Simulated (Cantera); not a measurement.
**Stirred combustor or abatement burner**

A perfectly stirred reactor is fed with H2 : O2 : N2 = 1 : 0.312 : 1.17 (molar parts), at 101000 Pa; it is adiabatic with a 725 K inlet, and is followed from long to short residence time, starting on the burning branch (τ in s: 0.15, 0.053, 0.019, 0.0066, 0.0023, 0.00083, 0.00029, 0.0001, 3.7e-05, 1.3e-05, 4.6e-06).

Detailed kinetics in Cantera: GRI-Mech 3.0 (53 species, 325 reactions).

| τ (s) | T (K) | x H2 | x O2 | x H2O2 | x NO | x OH | x N2O | x H2O |
|---|---|---|---|---|---|---|---|---|
| 0.15 | 2487 | 0.169 | 9.98e-5 | 1.97e-8 | 0.000375 | 0.00349 | 1.73e-8 | 0.281 |
| 0.053 | 2482 | 0.169 | 0.000119 | 2.19e-8 | 0.000358 | 0.00369 | 1.66e-8 | 0.281 |
| 0.019 | 2468 | 0.168 | 0.000170 | 2.75e-8 | 0.000320 | 0.00418 | 1.53e-8 | 0.280 |
| 0.0066 | 2436 | 0.167 | 0.000301 | 4.01e-8 | 0.000248 | 0.00527 | 1.34e-8 | 0.278 |
| 0.0023 | 2374 | 0.164 | 0.000613 | 6.38e-8 | 0.000159 | 0.00708 | 1.16e-8 | 0.274 |
| 0.00083 | 2275 | 0.160 | 0.00125 | 1.05e-7 | 9.16e-5 | 0.00924 | 1.08e-8 | 0.267 |
| 0.00029 | 2128 | 0.154 | 0.00249 | 1.93e-7 | 5.41e-5 | 0.0110 | 1.14e-8 | 0.258 |
| 0.00010 | 1940 | 0.147 | 0.00469 | 4.17e-7 | 3.40e-5 | 0.0114 | 1.29e-8 | 0.247 |
| 3.7e-5 | 1741 | 0.142 | 0.00854 | 9.16e-7 | 1.93e-5 | 0.00993 | 1.40e-8 | 0.235 |
| 1.3e-5 | 1513 | 0.157 | 0.0203 | 1.83e-6 | 7.35e-6 | 0.00692 | 1.43e-8 | 0.209 |
| 4.6e-6 | 725 | 0.403 | 0.126 | <1e-12 | <1e-12 | <1e-12 | <1e-12 | <1e-12 |
x: mole fraction; the columns are a selection and need not sum to one.
